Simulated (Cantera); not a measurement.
A Cantera script and its output.

```python
import numpy as np
import cantera as ct

gas = ct.Solution("gri30.yaml")
gas.TPX = 1198, 26000, {'N2O': 1, 'H2': 0.016, 'N2': 6.1}
reactor = ct.IdealGasConstPressureReactor(gas, energy="off", clone=False)
net = ct.ReactorNet([reactor])
net.rtol, net.atol = 1e-08, 1e-18
show = ['N2O', 'H2', 'HO2', 'H2O2', 'H2O', 'O']
times = np.geomspace(6e-05, 9, 10)

steps = ct.SolutionArray(gas, extra=["t"])
rows = []
print(f"{'t/s':>10s}{'T/K':>9s}{'P/Pa':>11s}" + "".join(f"{s:>11s}" for s in show))
for t in times:
    while net.time < t:
        t_next = net.step()
        steps.append(gas.state, t=t_next)
    rows.append([np.interp(t, steps.t, y) for y in (steps.T, steps.P, *steps(*show).X.T)])
    print(f"{t:10.3e}{rows[-1][0]:9.1f}{rows[-1][1]:11.4g}" + "".join(f"{x:11.3e}" for x in rows[-1][2:]))
rate = np.gradient(steps.T, steps.t)
print("integrator steps:", len(steps.t))
if steps.T.max() > steps.T[0] + 200:
    print(f"time of steepest temperature rise: {steps.t[rate.argmax()]:.4e} s")
gas.TPX = 1198, 26000, {'N2O': 1, 'H2': 0.016, 'N2': 6.1}
gas.equilibrate("TP")
print(f"equilibrium (TP): T = {gas.T:.1f} K  " + "  ".join(f"{s} {gas[s].X[0]:.3e}" for s in show))
```

It prints:

```
       t/s      T/K       P/Pa        N2O         H2        HO2       H2O2        H2O          O
 6.000e-05   1198.0    2.6e+04  1.405e-01  2.248e-03  1.558e-10  1.067e-14  1.972e-08  4.904e-07
 2.256e-04   1198.0    2.6e+04  1.405e-01  2.247e-03  6.650e-09  2.496e-12  8.484e-07  9.967e-07
 8.480e-04   1198.0    2.6e+04  1.405e-01  2.225e-03  1.440e-07  2.573e-10  2.037e-05  1.125e-06
 3.188e-03   1198.0    2.6e+04  1.402e-01  1.985e-03  7.452e-07  5.924e-09  2.550e-04  1.210e-06
 1.198e-02   1198.0    2.6e+04  1.390e-01  9.620e-04  9.306e-07  1.001e-08  1.276e-03  1.483e-06
 4.506e-02   1198.0    2.6e+04  1.374e-01  1.330e-04  6.180e-07  3.708e-09  2.110e-03  1.653e-06
 1.694e-01   1198.0    2.6e+04  1.345e-01  2.468e-06  2.140e-07  8.855e-10  2.240e-03  1.661e-06
 6.368e-01   1198.0    2.6e+04  1.246e-01  1.689e-08  7.740e-08  7.580e-10  2.232e-03  1.625e-06
 2.394e+00   1198.0    2.6e+04  9.415e-02  1.574e-08  2.290e-08  7.504e-10  2.200e-03  1.546e-06
 9.000e+00   1198.0    2.6e+04  3.581e-02  1.387e-08  6.383e-09  5.906e-10  2.139e-03  1.205e-06
integrator steps: 1582
equilibrium (TP): T = 1198.0 K  N2O 4.550e-09  H2 1.991e-10  HO2 5.610e-10  H2O2 6.414e-12  H2O 2.103e-03  O 1.205e-08
```

Detailed kinetics in Cantera: GRI-Mech 3.0 (53 species, 325 reactions). GRI-Mech 3.0 was tuned for natural gas; its chemistry of N2O as a main component is partial and can be far from experiment. The mechanism lacks the step 2 NO + O2 → 2 NO2, which can matter for NO2 below about 1400 K. The temperature is held fixed by assumption; the heat of reaction is taken as removed at once.
